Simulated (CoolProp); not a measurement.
A single-stage vapour-compression cycle with C2F6 (R116): evaporating at 213.15 K (dew point), condensing at 235.15 K (bubble point), superheat 0 K, subcooling 0 K, compressor efficiency 0.65, no pressure losses. Each further row changes one setting.

The numbers come from the reference Helmholtz-energy equation of state, Lemmon 2006 in CoolProp. It is a short technical equation, of lower accuracy than the large ones.

| case | cooling COP | pressure ratio | discharge temperature (K) | refrigerating effect (kJ/kg) | volumetric capacity (kJ/m³) |
|---|---|---|---|---|---|
| as stated | 5.40 | 2.38 | 242.3 | 85.9 | 1780 |
| evaporating temperature 218.15 K | 7.36 | [?] | [?] | [?] | 2250 |
| condensing temperature 230.15 K | 7.26 | 1.98 | 236.1 | 91.2 | 1890 |
| subcooling 5 K | 5.74 | 2.38 | 242.3 | 91.2 | 1890 |
| superheat 10 K | 5.47 | 2.38 | 252.6 | 92.7 | 1810 |
| compressor efficiency 0.55 | [?] | 2.38 | 246.1 | 85.9 | 1780 |

Task: Complete the blanks.

Result: 
- evaporating temperature 218.15 K, pressure ratio: 1.92
- evaporating temperature 218.15 K, discharge temperature (K): 240.4
- evaporating temperature 218.15 K, refrigerating effect (kJ/kg): 88.4
- compressor efficiency 0.55, cooling COP: 4.57
